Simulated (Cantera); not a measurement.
What does this Cantera script print?

```python
import numpy as np
import cantera as ct

gas_names = """
    CL CLO CL2 O O2 O3 Ti TiCL TiCL2 TiCL3 TiCL4 TiO TiOCL TiOCL2 TiO2
""".split()
cond_names = """
    Ti(a) Ti(b) Ti(L) TiCL2(s) TiCL3(s) TiCL4(L) TiO(a) TiO(b) TiO(L) TiO2(ru) TiO2(L) Ti2O3(a) Ti2O3(b)
    Ti2O3(L) Ti3O5(a) Ti3O5(b) Ti3O5(L) Ti4O7(s) Ti4O7(L)
""".split()


# ... load() reads the species with a 1 bar reference pressure and builds the phases ...
atoms = {
    'TiCl4': {'Ti': 1, 'CL': 4},
    'O2': {'O': 2},
}
top_T = {'TiCL2(s)': 1300, 'TiCL3(s)': 1000}  # K; cautious upper limits of use, not melting points


# ... equilibrate(T, P, feed) seeds the gas with the atoms and calls Mixture.equilibrate('TP', solver="vcs", rtol=1e-11, max_steps=5000) ...
results = []
feed = {'TiCl4': 1, 'O2': 1.1}  # mol
P = 7300  # Pa
for T in [1225, 1300, 1375, 1450, 1525, 1600, 1675, 1750, 1825, 1900, 1975]:
    mix = equilibrate(T, P, feed)
    results.append((T, P, feed, dict(zip(mix.species_names, mix.species_moles))))

top = {s: max(r[3][s] / sum(r[3][g] for g in gas_names) for r in results) for s in gas_names}
cols = sorted((s for s in top if top[s] > 0.001), key=lambda s: -top[s])[:7]
seen = [c for c in cond_names if any(r[3].get(c, 0) > 1e-12 for r in results)]
print("log10 of partial pressures in bar; condensed amounts in mol")
print(f"{'T/K':>10s}" + "".join(f"{s[:9]:>10s}" for s in cols + seen))
for T, P, feed, n in results:
    ng = sum(n[g] for g in gas_names)
    print(f"{T:10.4g}" + "".join(f"{np.log10(max(n[s] / ng * P / 1e5, 1e-99)):10.3f}" for s in cols)
          + "".join(f"{n.get(c, 0):10.4g}" for c in seen))
```

Result:

```
log10 of partial pressures in bar; condensed amounts in mol
       T/K       CL2        CL        O2     TiCL4    TiOCL2  TiO2(ru)
      1225    -1.168    -2.798    -2.459    -4.445    -9.419     0.999
      1300    -1.179    -2.496    -2.457    -4.037    -8.475    0.9973
      1375    -1.198    -2.231    -2.452    -3.698    -7.648     0.994
      1450    -1.229    -1.999    -2.443    -3.427    -6.925    0.9884
      1525    -1.277    -1.800    -2.434    -3.225    -6.295    0.9807
      1600    -1.346    -1.632    -2.429    -3.089    -5.750     0.972
      1675    -1.440    -1.494    -2.437    -3.019    -5.280    0.9644
      1750    -1.562    -1.386    -2.461    -3.010    -4.880    0.9601
      1825    -1.712    -1.306    -2.500    -3.061    -4.543    0.9604
      1900    -1.885    -1.249    -2.549    -3.167    -4.264    0.9646
      1975    -2.076    -1.212    -2.598    -3.321    -4.034    0.9703
```

Method: chemical equilibrium by Gibbs-energy minimisation in Cantera with the NASA 1993 tables (ideal gas, pure condensed phases).
